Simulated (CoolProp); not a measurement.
The fluid at 293.15 K and 0.961 MPa flows at 13 m/s in a round tube of 2 mm bore and 0.25 µm roughness, fully developed (64/Re and Nu = 3.66 if laminar; Colebrook and Gnielinski if turbulent). The same conditions are run with several fluids, on thermodynamics alone (safety and materials aside).

Computed with CoolProp (reference Helmholtz-energy equation of state of each fluid (R227EA: Lemmon 2016; R134a: Tillner-Roth 1994; R124: de Vries 1995; water: Wagner 2002; n-pentane: Thol 2019)).

```
fluid      Reynolds number  Darcy friction factor  pressure drop (Pa/m)  heat-transfer coefficient (W/(m² K))  mass flow (kg/h)
---------  ---------------  ---------------------  --------------------  ------------------------------------  ----------------
R227EA              141000                 0.0175               1050000                                 21800               208
R134a               153000                 0.0173                898000                                 27100               180
R124                134000                 0.0177               1030000                                 22600               202
water                25900                 0.0246               1040000                                 55900               147
n-pentane            85200                 0.0192                509000                                 23300              92.2
```

Transport values come from each fluid's own correlations; those of R227EA, R134a, R124, n-pentane are estimates that may be off by 10 % or more.
